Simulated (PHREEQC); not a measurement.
Dissolve 1.6 mol NaCl, 0.19 mol K2SO4 and 0.61 mol MgCl2 per kg of water at 25 °C. Closed to the air; pH follows from the charge balance.

Model: Pitzer model, pitzer.dat, run in PHREEQC.

The ionic strength comes out as 4.00 mol/kgw. What activity coefficients do K+, Na+, Mg+2, SO4-2, Cl- get?

K+ 0.67, Na+ 0.96, Mg+2 0.68, SO4-2 0.015, Cl- 0.58. Single-ion values are on the MacInnes scale.

This is a speciation only: nothing precipitates in the calculation.
